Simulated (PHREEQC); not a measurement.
Dissolve 0.53 mol MgCl2 per kg of water at 25 °C. Closed to the air; pH follows from the charge balance.

Equilibrium calculation in PHREEQC: Pitzer model, pitzer.dat.

Precipitation was switched off in this run.

Q: Estimate the activity of water.

A: activity of water 0.973.
